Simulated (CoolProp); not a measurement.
Values from CoolProp's reference Helmholtz-energy equation of state, Tillner-Roth 1994.

### Question
For R134a, give the phase and the cp (kJ/(kg K)), Joule-Thomson coefficient (K/MPa) at 405 K and 329 kPa; 438.3 K and 329 kPa.

### Answer
- 405 K and 329 kPa: gas; cp 1.03, Joule-Thomson coefficient 7.97
- 438.3 K and 329 kPa: gas; cp 1.08, Joule-Thomson coefficient 6.22
